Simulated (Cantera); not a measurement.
## Stirred combustor or abatement burner

A perfectly stirred reactor is fed with 1.93 % CH4, 0.830 % C2H6, 1.93 % C3H8, 20.1 % O2, 75.2 % N2, at 2.70 bar; it is adiabatic with a 750 K inlet, and is followed from long to short residence time, starting on the burning branch (τ in s: 0.026, 0.014, 0.0074, 0.004, 0.0021, 0.0011, 0.00061, 0.00033, 0.00018, 9.5e-05).

Cantera simulation using GRI-Mech 3.0 (53 species, 325 reactions); the numbers are that mechanism's predictions, not measurements. GRI-Mech 3.0 was tuned for natural gas; its chemistry of propane as a main component is partial and can be far from experiment.

```
τ (s)    T (K)    x CH4   x C2H6   x C3H8    x C2H  x CH2CO
-------  -----  -------  -------  -------  -------  -------
0.026     2355  7.40e-7  3.67e-8  1.06e-7  5.63e-9  1.38e-7
0.014     2353  1.30e-6  6.70e-8  1.92e-7  9.87e-9  2.55e-7
0.0074    2347  2.28e-6  1.24e-7  3.49e-7  1.70e-8  4.80e-7
0.0040    2336  3.78e-6  2.24e-7  6.11e-7  2.75e-8  8.80e-7
0.0021    2317  6.21e-6  4.10e-7  1.07e-6  4.28e-8  1.64e-6
0.0011    2290  1.00e-5  7.43e-7  1.83e-6  6.22e-8  3.01e-6
0.00061   2258  1.54e-5  1.26e-6  2.95e-6  8.32e-8  5.10e-6
0.00033   2217  2.46e-5  2.19e-6  4.84e-6  1.08e-7  8.58e-6
0.00018   2170  4.01e-5  3.78e-6  7.96e-6  1.39e-7  1.40e-5
9.5e-5    2115  7.06e-5  6.89e-6  1.39e-5  1.80e-7  2.34e-5
```
x: mole fraction; the columns are a selection and need not sum to one.
